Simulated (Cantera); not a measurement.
A perfectly stirred reactor is fed with 3.85 % C₂H₆, 96.2 % N₂, at 0.00750 atm; it is held at 1525 K, and followed from long to short residence time.

Cantera simulation using GRI-Mech 3.0 (53 species, 325 reactions); the numbers are that mechanism's predictions, not measurements. GRI-Mech 3.0 stops at C3 and has no aromatics, soot or wall deposition, so with more carbon than oxygen in the feed, carbon stays in small species such as C2H2 where larger ones or solid carbon would form. Radical loss at walls, strong at low pressure, is not modelled.

x: mole fraction; the columns are a selection and need not sum to one.

```json
[
 {"τ (s)": "5.8", "x C₂H₆": "3.36e-5", "x CH₄": "0.00394", "x H": "0.000234", "x C₂H": "2.63e-7", "x C₂H₂": "0.0335", "x C₂H₄": "0.000188", "x CH₃": "0.000287"},
 {"τ (s)": "2.6", "x C₂H₆": "…", "x CH₄": "…", "x H": "0.000247", "x C₂H": "2.81e-7", "x C₂H₂": "0.0326", "x C₂H₄": "…", "x CH₃": "…"},
 {"τ (s)": "1.2", "x C₂H₆": "0.000147", "x CH₄": "0.00673", "x H": "0.000261", "x C₂H": "2.99e-7", "x C₂H₂": "0.0314", "x C₂H₄": "0.000737", "x CH₃": "0.000602"},
 {"τ (s)": "0.52", "x C₂H₆": "0.000321", "x CH₄": "0.00856", "x H": "0.000277", "x C₂H": "3.19e-7", "x C₂H₂": "0.0296", "x C₂H₄": "0.00148", "x CH₃": "0.000884"},
 {"τ (s)": "0.23", "x C₂H₆": "0.000683", "x CH₄": "0.0103", "x H": "0.000292", "x C₂H": "3.35e-7", "x C₂H₂": "0.0269", "x C₂H₄": "0.00282", "x CH₃": "0.00128"},
 {"τ (s)": "0.10", "x C₂H₆": "0.00147", "x CH₄": "0.0117", "x H": "0.000306", "x C₂H": "3.41e-7", "x C₂H₂": "0.0230", "x C₂H₄": "0.00513", "x CH₃": "0.00186"},
 {"τ (s)": "0.045", "x C₂H₆": "0.00303", "x CH₄": "0.0119", "x H": "0.000313", "x C₂H": "3.22e-7", "x C₂H₂": "0.0179", "x C₂H₄": "0.00834", "x CH₃": "0.00264"},
 {"τ (s)": "0.020", "x C₂H₆": "0.00621", "x CH₄": "0.0105", "x H": "0.000307", "x C₂H": "2.62e-7", "x C₂H₂": "0.0117", "x C₂H₄": "0.0118", "x CH₃": "0.00369"},
 {"τ (s)": "0.0090", "x C₂H₆": "…", "x CH₄": "…", "x H": "…", "x C₂H": "…", "x C₂H₂": "…", "x C₂H₄": "…", "x CH₃": "…"},
 {"τ (s)": "0.0040", "x C₂H₆": "0.0207", "x CH₄": "0.00377", "x H": "0.000220", "x C₂H": "6.70e-8", "x C₂H₂": "0.00171", "x C₂H₄": "0.0104", "x CH₃": "0.00524"},
 {"τ (s)": "0.0018", "x C₂H₆": "0.0297", "x CH₄": "0.00131", "x H": "0.000143", "x C₂H": "1.50e-8", "x C₂H₂": "0.000257", "x C₂H₄": "0.00500", "x CH₃": "0.00429"}
]
```

Question: Fill in the missing entries.

Answer: 
- 2.6, x C₂H₆: 7.13e-5
- 2.6, x CH₄: 0.00522
- 2.6, x C₂H₄: 0.000379
- 2.6, x CH₃: 0.000419
- 0.0090, x C₂H₆: 0.0120
- 0.0090, x CH₄: 0.00744
- 0.0090, x H: 0.000277
- 0.0090, x C₂H: 1.64e-7
- 0.0090, x C₂H₂: 0.00573
- 0.0090, x C₂H₄: 0.0133
- 0.0090, x CH₃: 0.00478
